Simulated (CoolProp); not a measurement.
The numbers come from the reference Helmholtz-energy equation of state, Thol 2015 in CoolProp.

Question: Give the vapour pressure (MPa), liquid density (kg/m³), vapour density (kg/m³), liquid cp (kJ/(kg K)) of saturated octamethylcyclotetrasiloxane (D4) at 342.9, 542.4, 559 K.

Answer: 
```tsv
T (K)	p (MPa)	liquid density (kg/m³)	vapour density (kg/m³)	liquid cp (kJ/(kg K))
342.9	0.00217	899	0.226	1.75
542.4	0.675	600	65.0	2.33
559	0.882	553	93.5	2.50
```
